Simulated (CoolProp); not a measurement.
Computed with CoolProp (reference Helmholtz-energy equation of state, Thol 2019).

### Question
For dodecamethylpentasiloxane (MD3M), give the phase and the Z, speed of sound (m/s), isothermal compressibility (1/MPa) at 384.7 K and 1.77 bar; 406 K and 1.77 bar; 427.2 K and 1.77 bar.

### Answer
- 384.7 K and 1.77 bar: liquid; Z 0.0271, speed of sound 688, isothermal compressibility 0.00310
- 406 K and 1.77 bar: liquid; Z 0.0264, speed of sound 631, isothermal compressibility 0.00378
- 427.2 K and 1.77 bar: liquid; Z 0.0258, speed of sound 575, isothermal compressibility 0.00466
